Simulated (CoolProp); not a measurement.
Saturation properties of R113 (Tc = 487.2 K, pc = 3.392 MPa, ω = 0.253).

Values from CoolProp's reference Helmholtz-energy equation of state, Marx 1992.

```json
[
 {"T (K)": "318", "p (MPa)": "0.09246", "enthalpy of vaporisation (kJ/kg)": "145.2", "liquid cp (kJ/(kg K))": "0.9375", "surface tension (mN/m)": "15.0"},
 {"T (K)": "328.9", "p (MPa)": "0.1318", "enthalpy of vaporisation (kJ/kg)": "___", "liquid cp (kJ/(kg K))": "0.9491", "surface tension (mN/m)": "13.8"},
 {"T (K)": "339.7", "p (MPa)": "0.1824", "enthalpy of vaporisation (kJ/kg)": "138.0", "liquid cp (kJ/(kg K))": "0.9614", "surface tension (mN/m)": "12.6"},
 {"T (K)": "350.6", "p (MPa)": "0.2475", "enthalpy of vaporisation (kJ/kg)": "134.1", "liquid cp (kJ/(kg K))": "0.9746", "surface tension (mN/m)": "11.5"},
 {"T (K)": "361.4", "p (MPa)": "0.3280", "enthalpy of vaporisation (kJ/kg)": "130.1", "liquid cp (kJ/(kg K))": "0.9887", "surface tension (mN/m)": "10.4"},
 {"T (K)": "372.3", "p (MPa)": "0.4280", "enthalpy of vaporisation (kJ/kg)": "125.8", "liquid cp (kJ/(kg K))": "1.004", "surface tension (mN/m)": "9.27"},
 {"T (K)": "383.1", "p (MPa)": "0.5480", "enthalpy of vaporisation (kJ/kg)": "___", "liquid cp (kJ/(kg K))": "1.022", "surface tension (mN/m)": "8.20"},
 {"T (K)": "394", "p (MPa)": "0.6930", "enthalpy of vaporisation (kJ/kg)": "116.2", "liquid cp (kJ/(kg K))": "1.042", "surface tension (mN/m)": "7.15"},
 {"T (K)": "404.8", "p (MPa)": "0.8629", "enthalpy of vaporisation (kJ/kg)": "110.9", "liquid cp (kJ/(kg K))": "1.065", "surface tension (mN/m)": "6.14"},
 {"T (K)": "415.7", "p (MPa)": "___", "enthalpy of vaporisation (kJ/kg)": "105.0", "liquid cp (kJ/(kg K))": "1.093", "surface tension (mN/m)": "5.15"},
 {"T (K)": "426.5", "p (MPa)": "1.296", "enthalpy of vaporisation (kJ/kg)": "98.52", "liquid cp (kJ/(kg K))": "1.129", "surface tension (mN/m)": "4.20"},
 {"T (K)": "437.4", "p (MPa)": "1.565", "enthalpy of vaporisation (kJ/kg)": "91.21", "liquid cp (kJ/(kg K))": "1.178", "surface tension (mN/m)": "3.29"}
]
```

### Question
Some entries are withheld; supply them.

### Answer

- 328.9, enthalpy of vaporisation (kJ/kg): 141.7
- 383.1, enthalpy of vaporisation (kJ/kg): 121.2
- 415.7, p (MPa): 1.064

It boils at 320.7 K under 1 atm.

Surface tension comes from a separate correlation (Mulero 2012).
